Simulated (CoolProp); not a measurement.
Properties of the fluoroketone C6F12O (FK-5-1-12) along the isotherm 226.85 °C.

Computed with CoolProp (reference Helmholtz-energy equation of state, McLinden 2015).

```json
[
 {"p (MPa)": "0.00887", "phase": "gas", "speed of sound (m/s)": "116.0", "isothermal compressibility (1/MPa)": "112.9"},
 {"p (MPa)": "0.0143", "phase": "gas", "speed of sound (m/s)": "116.0", "isothermal compressibility (1/MPa)": "70.05"},
 {"p (MPa)": "0.0231", "phase": "gas", "speed of sound (m/s)": "115.8", "isothermal compressibility (1/MPa)": "43.41"},
 {"p (MPa)": "0.0374", "phase": "gas", "speed of sound (m/s)": "?", "isothermal compressibility (1/MPa)": "26.86"},
 {"p (MPa)": "0.0604", "phase": "gas", "speed of sound (m/s)": "115.4", "isothermal compressibility (1/MPa)": "16.68"},
 {"p (MPa)": "0.0976", "phase": "gas", "speed of sound (m/s)": "114.9", "isothermal compressibility (1/MPa)": "10.37"},
 {"p (MPa)": "0.158", "phase": "gas", "speed of sound (m/s)": "114.1", "isothermal compressibility (1/MPa)": "6.450"},
 {"p (MPa)": "0.255", "phase": "gas", "speed of sound (m/s)": "112.9", "isothermal compressibility (1/MPa)": "?"},
 {"p (MPa)": "0.412", "phase": "gas", "speed of sound (m/s)": "110.8", "isothermal compressibility (1/MPa)": "2.554"},
 {"p (MPa)": "0.665", "phase": "gas", "speed of sound (m/s)": "107.5", "isothermal compressibility (1/MPa)": "1.638"},
 {"p (MPa)": "1.07", "phase": "gas", "speed of sound (m/s)": "101.9", "isothermal compressibility (1/MPa)": "1.083"},
 {"p (MPa)": "1.74", "phase": "gas", "speed of sound (m/s)": "?", "isothermal compressibility (1/MPa)": "0.7556"},
 {"p (MPa)": "2.8", "phase": "supercritical", "speed of sound (m/s)": "78.09", "isothermal compressibility (1/MPa)": "?"}
]
```

**Question.** What belongs in the gaps?

**Answer.** 
- 0.0374, speed of sound (m/s): 115.7
- 0.255, isothermal compressibility (1/MPa): 4.045
- 1.74, speed of sound (m/s): 92.12
- 2.8, isothermal compressibility (1/MPa): 0.5839
